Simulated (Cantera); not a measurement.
**c-C4F8 + CH4 + H2 (fluorocarbon and chlorocarbon gases)**

Charge: 1 mol c-C4F8, 0.78 mol CH4, 0.074 mol H2, equilibrated at 2.20e-5 bar.

Cantera equilibrium calculation (NASA polynomials, part measured and part estimated; ideal gas, pure solids and liquids). Candidate condensed phases: C, C6H6, C7H8, C8H18; 95 gas species. The feed counts by its element totals alone. Rates play no part.

```json
[
 {"T (K)": "2000", "x F": "0.516", "x HF": "0.430", "x H": "4.12e-5", "x C3": "1.26e-6", "x C": "1.38e-6", "x CF2": "0.0511", "x CF": "0.00239", "x C2": "1.07e-7", "n C(graphite)": "4.37"},
 {"T (K)": "2100", "x F": "0.557", "x HF": "0.417", "x H": "0.000200", "x C3": "1.31e-5", "x C": "1.08e-5", "x CF2": "0.0213", "x CF": "0.00413", "x C2": "1.13e-6", "n C(graphite)": "4.58"},
 {"T (K)": "2200", "x F": "0.573", "x HF": "0.411", "x H": "0.000890", "x C3": "0.000110", "x C": "6.94e-5", "x CF2": "0.00883", "x CF": "0.00649", "x C2": "9.59e-6", "n C(graphite)": "4.66"},
 {"T (K)": "2300", "x F": "0.577", "x HF": "0.405", "x H": "0.00354", "x C3": "0.000760", "x C": "0.000380", "x CF2": "0.00380", "x CF": "0.00962", "x C2": "6.75e-5", "n C(graphite)": "4.65"},
 {"T (K)": "2400", "x F": "0.577", "x HF": "0.389", "x H": "0.0124", "x C3": "0.00446", "x C": "0.00181", "x CF2": "0.00172", "x CF": "0.0137", "x C2": "0.000403", "n C(graphite)": "4.52"},
 {"T (K)": "2500", "x F": "0.568", "x HF": "0.344", "x H": "0.0364", "x C3": "0.0226", "x C": "0.00756", "x CF2": "0.000806", "x CF": "0.0185", "x C2": "0.00208", "n C(graphite)": "3.93"},
 {"T (K)": "2600", "x F": "0.520", "x HF": "0.236", "x H": "0.0817", "x C3": "0.101", "x C": "0.0284", "x CF2": "0.000344", "x CF": "0.0228", "x C2": "0.00945", "n C(graphite)": "0.928"},
 {"T (K)": "2700", "x F": "0.524", "x HF": "0.144", "x H": "0.136", "x C3": "0.0996", "x C": "0.0606", "x CF2": "0.000118", "x CF": "0.0190", "x C2": "0.0152", "n C(graphite)": "0"}
]
```
x: gas mole fraction; n: condensed amount in mol.

From 2000 K to 2600 K the condensed part is C(graphite). At 2700 K nothing is condensed. The main C-bearing gas is CF2 at 2000 K and C3 at 2700 K. The share of C in condensed phases is highest at 2200 K (97.4 %) and lowest at 2700 K (0.0 %).
